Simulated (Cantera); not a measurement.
**Gas-phase reforming**

An isothermal, constant-pressure homogeneous reactor starts with 31.2 % CH4, 68.8 % H2O, at 2100 K and 1000000 Pa.

Computed with Cantera and GRI-Mech 3.0 (53 species, 325 reactions).

```
t (s)       x CH4  x H2O    x CO2    x H2O2       x H     x O2
--------  -------  -----  -------  --------  --------  -------
0.000100   0.0394  0.493  0.00375   1.04e-9  0.000593  3.72e-8
0.000389   0.0221  0.405   0.0114  6.04e-10  0.000671  2.01e-8
0.00152    0.0134  0.297   0.0148  2.62e-10  0.000724  9.37e-9
0.00590   0.00360  0.228   0.0137  1.35e-10  0.000754  5.34e-9
0.0230    8.91e-6  0.217   0.0134  1.22e-10  0.000762  4.83e-9
0.0894    3.92e-7  0.217   0.0134  1.22e-10  0.000762  4.83e-9
0.348     3.92e-7  0.217   0.0134  1.22e-10  0.000762  4.83e-9
1.36      3.92e-7  0.217   0.0134  1.22e-10  0.000762  4.83e-9
5.28      3.92e-7  0.217   0.0134  1.22e-10  0.000762  4.83e-9
20.5      3.92e-7  0.217   0.0134  1.22e-10  0.000762  4.83e-9
80.0      3.92e-7  0.217   0.0134  1.22e-10  0.000762  4.83e-9
```
x: mole fraction; the columns are a selection and need not sum to one.

Equilibrium at this temperature and pressure: CH4 4.40e-7, H2O 0.217, CO2 0.0134, H2O2 1.22e-10, H 0.000762, O2 4.83e-9 (gas phase only).
